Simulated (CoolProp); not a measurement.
Computed with CoolProp (reference Helmholtz-energy equation of state, Lemmon 2006). It is a short technical equation, of lower accuracy than the large ones.

**Question.** For acetone, give the phase and the Z, fugacity coefficient at 8.25 °C and 0.813 MPa.

**Answer.** 
- 8.25 °C and 0.813 MPa: liquid; Z 0.0251, fugacity coefficient 0.0176
